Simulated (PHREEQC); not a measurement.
**Nickel, zinc or cadmium bath: an equilibrium model**

A solution holds 0.007 mol/kgw ZnCl2, 0.079 mol/kgw KCl and 0.00097 mol/kgw MnSO4, at 20 °C. Closed to the air; pH follows from the charge balance.

Computed with PHREEQC (ion-association model, phreeqc.dat).

Precipitation was switched off in this run.

Question: Estimate the pH, density, specific conductance.

Answer: pH 5.60; density 1.003 g/cm³; specific conductance 10100 µS/cm.

Question: In which forms is Zn present?

Answer: Zn+2 91 %, ZnCl+ 6.8 %, ZnSO4 1.9 % of the Zn.
